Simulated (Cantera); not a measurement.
**Equilibrium for calcination and drying: MgSO4 + CO2 + H2O**

Input: 1 mol MgSO4, 0.042 mol CO2, a varied amount of H2O, held at 2175 K and 5800 Pa.

Method: chemical equilibrium by Gibbs-energy minimisation in Cantera with the NASA 1993 tables (ideal gas, pure condensed phases). Candidate condensed phases: C, C6H6, C7H8, C8H18, H2O, H2SO4, Mg, MgCO3, MgO, Mg(OH)2, MgS, MgSO4, S; 130 gas species. The numbers say what is thermodynamically allowed, not how fast it happens.

```
n(H2O) (mol)  x SO2   x H2O   x O2   x CO2     x OH  n MgO(s)
------------  -----  ------  -----  ------  -------  --------
0.1           0.602  0.0561  0.300  0.0245  0.00750     1.000
0.14          0.587  0.0774  0.293  0.0239  0.00876     1.000
0.19          0.570   0.103  0.284  0.0232   0.0100     1.000
0.26          0.547   0.136  0.272  0.0222   0.0114     1.000
0.36          0.518   0.179  0.258  0.0210   0.0129     1.000
0.49          0.485   0.229  0.241  0.0196   0.0144     1.000
0.66          0.447   0.286  0.222  0.0181   0.0157     1.000
0.9           0.403   0.352  0.200  0.0163   0.0170     1.000
1.2           0.358   0.419  0.178  0.0144   0.0180     1.000
1.7           0.303   0.503  0.150  0.0121   0.0189     1.000
2.3           0.255   0.574  0.127  0.0102   0.0194     0.999
```
x: gas mole fraction; n: condensed amount in mol.

From 0.1 mol H2O to 2.3 mol H2O the condensed part is MgO(s). The main Mg-bearing gas is Mg at 0.1 mol H2O and Mg(OH)2 at 2.3 mol H2O.
